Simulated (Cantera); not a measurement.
Charge: 1 mol SiCl₄, 11 mol O₂, 3 mol H₂, held at 1575 K and 0.000290 bar.

These are equilibrium values from Cantera (NASA tables, ideal gas, pure condensed phases), not measurements of a reactor. The tables hold silica as quartz up to 1696 K and as liquid above; real silica turns to tridymite and cristobalite and melts near 1996 K. Kinetics and transport are ignored.

| species | before | after |
|---|---|---|
| O₂ | 0.627 | 0.618 |
| H₂O | 0.100 | 0.232 |
| HCl | 0.205 | 0.122 |
| Cl | 0.0658 | 0.0255 |
| Cl₂ | 0.000141 | 2.11e-5 |
| ClO | 1.99e-5 | 7.66e-6 |
| H₂ | 3.65e-5 | 8.53e-5 |
| H | 1.47e-5 | 2.25e-5 |
| OH | 0.00147 | 0.00223 |
| O | 0.000498 | 0.000494 |
| SiO₂(β-quartz), mol | 1.000 | 1.000 |
Gas species are given as mole fractions.

Q: What was changed between the two runs?
(A) pressure from 0.000290 bar to 0.0520 bar
(B) SiCl₄ replaced by SiH₂Cl₂
(C) O₂ from 11 to 0.2 mol
(D) temperature from 1575 K to 1873 K

A: B, SiCl₄ replaced by SiH₂Cl₂
